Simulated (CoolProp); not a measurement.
Values from CoolProp's reference Helmholtz-energy equation of state, Lemmon 2009.

### Question
For propane, give the phase and the cp (kJ/(kg K)), speed of sound (m/s), Prandtl number, fugacity coefficient at 281.1 K and 3.21 MPa; 380.2 K and 3.21 MPa; 439.6 K and 3.21 MPa.

### Answer
- 281.1 K and 3.21 MPa: liquid; cp 2.51, speed of sound 872, Prandtl number 2.90, fugacity coefficient 0.182
- 380.2 K and 3.21 MPa: gas; cp 2.78, speed of sound 214, Prandtl number 0.987, fugacity coefficient 0.772
- 439.6 K and 3.21 MPa: gas; cp 2.56, speed of sound 263, Prandtl number 0.814, fugacity coefficient 0.860

Viscosity comes from a separate model (Vogel 1998). Thermal conductivity comes from a separate model (Marsh 2002).
